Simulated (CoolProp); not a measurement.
Vapour-liquid equilibrium of CH2F2 (R32) (1) + propane (2) at 307.7 K; x and y are mole fractions of (1).

Model: multi-fluid Helmholtz-energy mixture model, Tillner-Roth 1997 and Lemmon 2009; pair parameters Bell 2016, in CoolProp.

```csv
x,bubble pressure (bar),y at the bubble point,dew pressure at overall composition x (bar),liquid density (mol/L)
0.05,15.03,0.189,12.73,10.90
0.2,(withheld),0.428,(withheld),11.16
0.35,23.80,0.528,(withheld),11.51
0.5,25.37,0.598,23.00,12.08
0.65,26.04,0.666,25.96,13.07
0.8,25.67,0.753,(withheld),(withheld)
0.95,(withheld),0.909,22.55,16.80
```

**Question.** Some entries are withheld; supply them.

**Answer.** 
- 0.2, bubble pressure (bar): 20.84
- 0.2, dew pressure at overall composition x (bar): 15.24
- 0.35, dew pressure at overall composition x (bar): 18.65
- 0.8, dew pressure at overall composition x (bar): 25.09
- 0.8, liquid density (mol/L): 14.62
- 0.95, bubble pressure (bar): 23.29

y crosses x between x = 0.65 and 0.8: the model has an azeotrope there.

Pair parameters are fitted to limited data, so mixtures are less certain than the pure fluids. With so large a gap from Raoult's law the liquid may split in two, which this calculation doesn't test in full.
